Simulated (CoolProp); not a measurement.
Properties of CH3F (R41) along the isotherm 101.75 °C.

Computed with CoolProp (reference Helmholtz-energy equation of state, Lemmon 2006). It is a short technical equation, of lower accuracy than the large ones.

| p (kPa) | phase | density (kg/m³) | cv (kJ/(kg K)) | speed of sound (m/s) | expansivity (1/kK) |
|---|---|---|---|---|---|
| 211 | gas | 2.323 | 1.005 | 335.9 | 2.741 |
| 422 | gas | 4.684 | 1.010 | 334.3 | 2.817 |
| 633 | gas | 7.084 | 1.015 | 332.7 | 2.896 |
| 844 | gas | 9.526 | 1.020 | 331.1 | 2.977 |
| 1050 | gas | 11.95 | 1.024 | 329.5 | 3.059 |
| 1270 | gas | 14.58 | 1.030 | 327.8 | 3.150 |
| 1480 | gas | 17.15 | 1.035 | 326.2 | 3.240 |
| 1690 | gas | 19.75 | 1.040 | 324.7 | 3.333 |
| 1900 | gas | 22.40 | 1.045 | 323.1 | 3.429 |
| 2110 | gas | 25.11 | 1.050 | 321.5 | 3.529 |
| 2320 | gas | 27.86 | 1.055 | 319.9 | 3.633 |
| 2530 | gas | 30.67 | 1.061 | 318.4 | 3.740 |
| 2740 | gas | 33.52 | 1.066 | 316.8 | 3.852 |
| 2950 | gas | 36.44 | 1.071 | 315.2 | 3.968 |
